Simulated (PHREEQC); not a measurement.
1 kg of water holding 0.12 mol CaCl2 and 0.032 mol MgCl2 is evaporated at 60 °C; the solids stay in contact with the brine. CO2 from the air is kept out. Solids allowed: Bischofite, Brucite, Portlandite, MgCl2_4H2O. Others were left out.

Base run: PHREEQC, Pitzer model, pitzer.dat. Each further column changes one thing. The table gives water activity.

```
H2O removed (mol)   base  temperature from 60 to 5 °C  temperature from 60 to 75 °C
-----------------  -----  ---------------------------  ----------------------------
0                  0.993                        0.993                         0.993
18.01              0.990                        0.989                         0.990
24.69              0.987                        0.987                         0.987
34.69              0.981                        0.980                         0.981
41.44              0.971                        0.969                         0.971
43.95              0.963                        0.962                         0.964
47.7               0.941                        0.938                         0.942
49.09              0.924                        0.919                         0.926
51.17              0.871                        0.861                         0.874
52.58              0.775                        0.755                         0.781
53.1               0.702                        0.675                         0.712
53.88              0.501                        0.455                         0.517
```

At this temperature some constants are extrapolated from 25 °C, and those without enthalpy data are left unchanged.
